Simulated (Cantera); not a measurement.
## Premixed flame

A freely propagating, adiabatic, planar premixed flame of C3H8 : O2 : N2 : H2O = 1 : 6.76 : 25.4 : 4.8 (molar parts), unburnt at 698 K and 428 Torr; mixture-averaged transport, grid criteria slope 0.08 and curve 0.16, no radiation.

Detailed kinetics in Cantera: GRI-Mech 3.0 (53 species, 325 reactions). GRI-Mech 3.0 was tuned for natural gas; its chemistry of propane as a main component is partial and can be far from experiment. Burning velocities carry a grid error of a few per cent, more on coarse grids.

```
z (mm)  T (K)  u (m/s)    x C3H8    x O2  x H2O    x HCO  x NO2    x CH2
------  -----  -------  --------  ------  -----  -------  -----  -------
-1.81     698     1.42    0.0263   0.178  0.126    <1e-8  <1e-8    <1e-8
-1.20     699     1.42    0.0263   0.178  0.126    <1e-8  <1e-8    <1e-8
-0.903    703     1.43    0.0262   0.177  0.127    <1e-8  <1e-8    <1e-8
-0.602    727     1.49    0.0260   0.174  0.130    <1e-8  <1e-8    <1e-8
-0.301    918     1.91    0.0210   0.156  0.146  3.38e-7  <1e-8  9.59e-8
-0.151   1194     2.53   0.00918   0.127  0.168  1.07e-5  <1e-8  4.41e-6
0        1502     3.23  0.000510  0.0910  0.192  4.86e-5  <1e-8  2.58e-5
0.151    1645     3.54   1.38e-6  0.0696  0.203  1.33e-5  <1e-8  9.09e-6
0.301    1697     3.64     <1e-8  0.0610  0.206  9.66e-7  <1e-8  6.90e-7
0.602    1762     3.76     <1e-8  0.0546  0.206  2.42e-8  <1e-8    <1e-8
1.20     1840     3.90     <1e-8  0.0504  0.209    <1e-8  <1e-8    <1e-8
2.41     1919     4.04     <1e-8  0.0477  0.214    <1e-8  <1e-8    <1e-8
4.82     1981     4.16     <1e-8  0.0458  0.219    <1e-8  <1e-8    <1e-8
```
x: mole fraction of selected species; z is measured from the peak of heat release.

```yaml
laminar_burning_velocity: 142 cm/s
thermal_thickness: 0.602 mm
peak x(HCO): 4.86e-5
peak x(CH2): 2.59e-5
grid_points: 140
```
